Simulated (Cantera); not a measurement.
Input: 1 mol Si, 0.59 mol HCl, 1.6 mol H₂, equilibrated at 827 °C.

Cantera equilibrium calculation (NASA polynomials, part measured and part estimated; ideal gas, pure solids and liquids). Candidate condensed phases: Si; 19 gas species. The tables' values for SiCl₃ are old estimates; treat these amounts as uncertain. Gases not in the tables: Si₂H₆ and higher silanes. The numbers say what is thermodynamically allowed, not how fast it happens.

x: gas mole fraction; n: condensed amount in mol.

| P (Pa) | x H₂ | x SiHCl₃ | x SiCl₄ | x HCl | x SiH₂Cl₂ | x SiCl₃ | x SiCl₂ | n Si(s) |
|---|---|---|---|---|---|---|---|---|
| 10000 | 0.894 | 0.0168 | 0.0459 | 0.0361 | 0.000733 | 0.00313 | 0.00297 | 0.857 |
| 26000 | 0.899 | 0.0212 | 0.0456 | 0.0285 | 0.00118 | 0.00245 | 0.00184 | 0.852 |
| 67000 | 0.902 | ___ | 0.0441 | ___ | ___ | 0.00189 | ___ | 0.846 |
| 170000 | 0.904 | 0.0317 | 0.0415 | 0.0174 | 0.00291 | 0.00143 | 0.000686 | 0.841 |
| 450000 | 0.905 | ___ | ___ | ___ | ___ | 0.00105 | ___ | 0.834 |
| 1200000 | 0.904 | 0.0439 | 0.0334 | 0.0101 | 0.00693 | 0.000745 | 0.000231 | 0.827 |
| 3000000 | 0.903 | 0.0493 | 0.0287 | 0.00776 | 0.0101 | 0.000530 | 0.000136 | 0.820 |

Problem. What belongs in the gaps?

Solution. 
- 450000, x SiHCl₃: 0.0378
- 450000, x SiCl₄: 0.0378
- 450000, x HCl: 0.0134
- 450000, x SiH₂Cl₂: 0.00452
- 450000, x SiCl₂: 0.000402
- 67000, x SiHCl₃: 0.0263
- 67000, x HCl: 0.0223
- 67000, x SiH₂Cl₂: 0.00188
- 67000, x SiCl₂: 0.00113
